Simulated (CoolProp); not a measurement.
Vapour-liquid equilibrium of R143a (1) + R1234yf (2) at 266.7 K; x and y are mole fractions of (1).

Computed with CoolProp (multi-fluid Helmholtz-energy mixture model, Lemmon and Jacobsen 2000 and Lemmon 2022; pair parameters Bell 2016).

| x | bubble pressure (MPa) | y at the bubble point | dew pressure at overall composition x (MPa) | liquid density (mol/L) |
|---|---|---|---|---|
| 0.05 | 0.2666 | 0.096 | 0.2596 | 10.57 |
| 0.2 | 0.3074 | 0.327 | 0.2838 | 10.82 |
| 0.35 | 0.3462 | 0.503 | 0.3122 | 11.09 |
| 0.5 | 0.3836 | 0.646 | 0.3455 | 11.37 |
| 0.65 | 0.4201 | 0.767 | 0.3847 | 11.67 |
| 0.8 | 0.4562 | 0.874 | 0.4308 | 11.99 |
| 0.95 | 0.4923 | 0.970 | 0.4846 | 12.33 |

No azeotrope shows between x = 0.05 and 0.95.

The pair parameters rest on a limited set of measurements; away from them the model extrapolates.
